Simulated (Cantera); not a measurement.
**Fluorocarbon and chlorocarbon gases: CH3Cl + HCl + H2**

Feed: 1 mol CH3Cl, 1.1 mol HCl, 0.25 mol H2, equilibrated at 800 °C and 2.00 Pa.

Equilibrium computed with Cantera from the NASA thermochemical tables; the gas is ideal and each condensed phase is pure. Candidate condensed phases: C, C6H6, C7H8, C8H18; 91 gas species. The numbers say what is thermodynamically allowed, not how fast it happens.

| Property | Result |
|---|---|
| x(HCl) | 0.627 |
| x(H2) | 0.373 |
| x(Cl) | 2.92e-6 |
| x(H) | 1.92e-6 |
| n(C(graphite)) | 1.00 mol |
| gas amount | 3.350 mol |
